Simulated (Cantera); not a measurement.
Feed: 1 mol Si, 2.8 mol H2, 1.4 mol HCl, at 0.133 bar.

Equilibrium computed with Cantera from the NASA thermochemical tables; the gas is ideal and each condensed phase is pure. Candidate condensed phases: Si; 19 gas species. The tables' values for SiCl3, SiCl are old estimates; treat these amounts as uncertain. The numbers say what is thermodynamically allowed, not how fast it happens.

x: gas mole fraction; n: condensed amount in mol.

```
T (K)   x H2     x HCl   x SiCl2   x SiCl4  x SiHCl3   x SiCl3  x SiH2Cl2  n Si(s)
-----  -----  --------  --------  --------  --------  --------  ---------  -------
550    0.900   1.51e-5  8.25e-11    0.0682    0.0308   3.99e-8        [?]    0.619
650    0.901  0.000171   1.87e-8    0.0691    0.0295   1.42e-6        [?]    0.621
750    0.900   0.00101   9.76e-7    0.0697    0.0282   1.92e-5        [?]    0.622
850    0.898   0.00386   1.97e-5    0.0697    0.0269  0.000139   0.000915    0.626
950    0.893    0.0110  0.000207    0.0683    0.0254  0.000652   0.000961    0.633
1050   0.883    0.0252   0.00134    0.0642    0.0233   0.00218   0.000968    0.645
1150   0.864    0.0483   0.00595    0.0552    0.0201   0.00548   0.000914    0.659
1250   0.836    0.0787    0.0186    0.0400    0.0151    0.0102        [?]    0.664
1350   0.805     0.109    0.0413    0.0215   0.00914    0.0133        [?]    0.653
1450   0.782     0.128    0.0649   0.00804   0.00423    0.0120        [?]    0.631
1550   0.771     0.136    0.0801   0.00238   0.00166   0.00828        [?]    0.614
1650   0.767     0.138    0.0880  0.000689  0.000644   0.00526        [?]    0.603
```

Q: Fill in the missing entries.

A: 
- 550, x SiH2Cl2: 0.000587
- 650, x SiH2Cl2: 0.000729
- 750, x SiH2Cl2: 0.000837
- 1250, x SiH2Cl2: 0.000779
- 1350, x SiH2Cl2: 0.000565
- 1450, x SiH2Cl2: 0.000344
- 1550, x SiH2Cl2: 0.000188
- 1650, x SiH2Cl2: 0.000103
